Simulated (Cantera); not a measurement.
**Hydrocarbon pyrolysis for carbon deposition**

An isothermal, constant-pressure homogeneous reactor starts with C₃H₈ : H₂ = 1 : 29 (molar parts), at 1323 K and 0.0132 atm.

Detailed kinetics in Cantera: GRI-Mech 3.0 (53 species, 325 reactions). GRI-Mech 3.0 was tuned for natural gas; its chemistry of propane as a main component is partial and can be far from experiment. GRI-Mech 3.0 stops at C3 and has no aromatics, soot or wall deposition, so with more carbon than oxygen in the feed, carbon stays in small species such as C2H2 where larger ones or solid carbon would form. Radical loss at walls, strong at low pressure, is not modelled.

| t (s) | x C₃H₈ | x H₂ | x CH₄ | x C₂H₆ | x C₂H₂ | x C₂H₄ | x CH₂ |
|---|---|---|---|---|---|---|---|
| 7.00e-5 | 0.0333 | 0.967 | 1.09e-5 | 2.85e-6 | 6.60e-11 | 2.19e-5 | 7.05e-11 |
| 0.000289 | 0.0328 | 0.966 | 0.000234 | 2.55e-5 | 3.76e-8 | 0.000378 | 6.07e-9 |
| 0.00119 | 0.0278 | 0.961 | 0.00449 | 0.000131 | 1.10e-5 | 0.00499 | 1.42e-7 |
| 0.00492 | 0.00295 | 0.937 | 0.0295 | 0.000251 | 0.00140 | 0.0272 | 2.58e-7 |
| 0.0203 | 1.19e-5 | 0.935 | 0.0333 | 3.72e-5 | 0.00570 | 0.0257 | 1.12e-8 |
| 0.0837 | 4.73e-8 | 0.935 | 0.0334 | 1.42e-5 | 0.00874 | 0.0225 | 6.71e-10 |
| 0.345 | 1.57e-9 | 0.935 | 0.0333 | 7.81e-6 | 0.0119 | 0.0192 | 8.93e-11 |
| 1.42 | 7.39e-10 | 0.936 | 0.0332 | 4.61e-6 | 0.0178 | 0.0132 | 5.24e-11 |
| 5.88 | 2.02e-10 | 0.936 | 0.0329 | 1.52e-6 | 0.0273 | 0.00332 | 5.58e-11 |
| 24.2 | 5.73e-11 | 0.937 | 0.0327 | 7.27e-7 | 0.0298 | 0.000794 | 6.02e-11 |
| 100 | 5.67e-11 | 0.937 | 0.0322 | 7.17e-7 | 0.0300 | 0.000797 | 5.98e-11 |
x: mole fraction; the columns are a selection and need not sum to one.

Equilibrium at this temperature and pressure: C₃H₈ 3.94e-11, H₂ 0.945, CH₄ 0.0173, C₂H₆ 4.88e-7, C₂H₂ 0.0366, C₂H₄ 0.000970, CH₂ 4.41e-11 (gas phase only).
